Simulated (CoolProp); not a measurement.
Vapour-liquid equilibrium of n-hexane (1) + ethylbenzene (2) at 627 kPa; x and y are mole fractions of (1).

The numbers come from the multi-fluid Helmholtz-energy mixture model, Thol 2019 and Zhou 2012; pair parameters Bell 2016 in CoolProp.

```tsv
x	bubble temperature, mixture model (°C)	bubble temperature, Raoult's law (°C)	y, mixture model	y, Raoult's law
0.05	212.0	212.4	0.160	0.174
0.125	201.0	202.1	0.347	0.372
0.2	191.8	193.2	0.485	0.517
0.275	183.9	185.5	0.590	0.626
0.35	177.1	178.6	0.671	0.710
0.425	171.2	172.5	0.735	0.775
0.5	166.1	167.0	0.788	0.827
0.575	161.4	162.1	0.832	0.869
0.65	157.2	157.6	0.869	0.903
0.725	153.3	153.4	0.902	0.931
0.8	149.7	149.6	0.932	0.954
0.875	146.2	146.1	0.959	0.974
0.95	142.9	142.9	0.984	0.990
```

The largest gap from Raoult's law is -1.6 K in bubble temperature, at x = 0.275. No azeotrope shows between x = 0.05 and 0.95.

Pair parameters are fitted to limited data, so mixtures are less certain than the pure fluids.
